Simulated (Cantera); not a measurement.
**Tantalum, niobium, vanadium and zirconium in process gases: V + N2**

Feed: 1 mol V, 1.9 mol N2, at 1677 °C and 1.90 bar.

These are equilibrium values from Cantera (NASA tables, ideal gas, pure condensed phases), not measurements of a reactor. Candidate condensed phases: V, VN; 4 gas species. VN: taken at fixed stoichiometry. Condensed phases not in the tables: V2N. Rates play no part.

| Property | Result |
|---|---|
| x(N2) | 1.00 |
| n(VN(s)) | 1.00 mol |
| gas amount | 1.400 mol |
| log10 activity of V(s) (absent) | -1.63 |
